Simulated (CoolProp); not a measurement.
Carbonyl sulfide along the isotherm 145.85 °C: Z from the reference equation and from simpler models built on Tc = 105.6 °C, pc = 6.369 MPa, ω = 0.098; each cubic takes its own stable root.

The numbers come from the reference Helmholtz-energy equation of state, Lemmon 2006 in CoolProp. It is a short technical equation, of lower accuracy than the large ones.

```csv
p (MPa),phase,reference,van der Waals,Redlich-Kwong,Peng-Robinson
0.398,gas,0.9846,0.9854,0.9840,0.9822
0.796,gas,0.9689,[?],0.9678,0.9642
1.19,gas,0.9530,0.9552,0.9514,0.9461
1.59,gas,[?],0.9393,[?],[?]
1.99,gas,0.9196,0.9231,0.9172,0.9087
2.39,gas,0.9024,0.9063,0.8996,[?]
2.79,gas,0.8847,0.8891,0.8816,0.8702
3.18,gas,0.8670,0.8717,0.8637,[?]
```

Some entries are withheld; supply them.


- 0.796, van der Waals: 0.9704
- 1.59, reference: 0.9365
- 1.59, Redlich-Kwong: 0.9345
- 1.59, Peng-Robinson: 0.9275
- 2.39, Peng-Robinson: 0.8896
- 3.18, Peng-Robinson: 0.8510
